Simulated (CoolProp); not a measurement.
The numbers come from the reference Helmholtz-energy equation of state, Thol 2015 in CoolProp.

### Question
Give the vapour pressure (bar), vapour density (kg/m³) of saturated octamethylcyclotetrasiloxane (D4) at 464.2, 477.3, 503.4 K.

### Answer
| T (K) | p (bar) | vapour density (kg/m³) |
|---|---|---|
| 464.2 | 1.47 | 12.6 |
| 477.3 | 1.98 | 16.9 |
| 503.4 | 3.37 | 29.4 |
